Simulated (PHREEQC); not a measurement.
Alkaline etch or developer: speciation

Dissolve 0.0045 mol NaOH per kg of water at 25 °C. It is in equilibrium with CO2 at log p = -3.5 (atm). Otherwise closed; pH follows from the charge balance.

Equilibrium calculation in PHREEQC: ion-association model, phreeqc.dat.

Each row changes one thing in this solution. Precipitation was switched off in this run.

| case | pH | ionic strength (mol/kgw) | HCO3- (mol/kgw) | NaHCO3 (mol/kgw) |
|---|---|---|---|---|
| as made | 8.90 | 0.00467 | 0.00408 | 8.89e-6 |
| NaOH from 0.0045 to 0.00225 mol/kgw | 8.63 | 0.00230 | 0.00214 | 2.43e-6 |
| NaOH from 0.0045 to 0.00045 mol/kgw | 7.96 | 0.000452 | 0.000445 | 1.07e-7 |
| diluted 100-fold with water | 6.97 | 4.51e-5 | … | 1.12e-9 |
| NaOH replaced by NaBF4 at the same molality | 3.01 | 0.00555 | 5.26e-9 | 1.14e-11 |
| diluted 2-fold with water | 8.63 | 0.00230 | 0.00214 | 2.43e-6 |
| NaOH replaced by NaNO3 at the same molality | 5.66 | 0.00450 | 2.34e-6 | 5.13e-9 |
| NaOH from 0.0045 to 0.00495 mol/kgw | 8.94 | 0.00515 | 0.00445 | … |
| NaOH replaced by NaBr at the same molality | 5.66 | 0.00450 | 2.34e-6 | 5.13e-9 |

Some entries are withheld; supply them.


- diluted 100-fold with water, HCO3- (mol/kgw): 4.50e-5
- NaOH from 0.0045 to 0.00495 mol/kgw, NaHCO3 (mol/kgw): 1.06e-5

Real BF4- forms and hydrolyses slowly; the run takes it at equilibrium.
